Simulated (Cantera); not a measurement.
Feed: 1 mol CO2, 0.29 mol SO2, at 34.5 Torr.

These are equilibrium values from Cantera (NASA tables, ideal gas, pure condensed phases), not measurements of a reactor. Candidate condensed phases: C, S; 22 gas species. Equilibrium is a limit: real reactors are often held back by kinetics, nucleation or transport.

At 1723 K, list the 7 most abundant gas species with their mole fractions, and the condensed phases.

CO2 0.767, SO2 0.224, CO 0.00586, O2 0.00298, SO 0.000154, SO3 3.65e-5, O 1.45e-5. Condensed: gas only.
